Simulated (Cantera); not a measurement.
A closed system holds: 1 mol NH3, 0.26 mol SO2, 0.04 mol O2, equilibrated at 1873 K and 0.100 bar.

These are equilibrium values from Cantera (NASA tables, ideal gas, pure condensed phases), not measurements of a reactor. Rates play no part.

| species | before | after |
|---|---|---|
| H2 | 0.413 | 0.436 |
| H2O | 0.269 | 0.248 |
| N2 | 0.236 | 0.233 |
| H2S | 0.0227 | 0.00875 |
| SO2 | 0.00548 | 0.0114 |
| S2 | 0.0415 | 0.0413 |
| H | 0.00131 | 0.00369 |
| S | 0.000843 | 0.00231 |
| OH | 6.62e-5 | 0.000163 |
| SO | 0.00353 | 0.00843 |
| S2O | 0.000179 | 0.000156 |
| SH | 0.00692 | 0.00710 |
Gas species are given as mole fractions.

Q: Which change was made?
A) SO2 from 0.26 to 0.0036 mol
B) pressure from 0.100 bar to 13.3 mbar
C) O2 from 0.04 to 0.13 mol
D) pressure from 0.100 bar to 1.50 mbar

A: B, pressure from 0.100 bar to 13.3 mbar
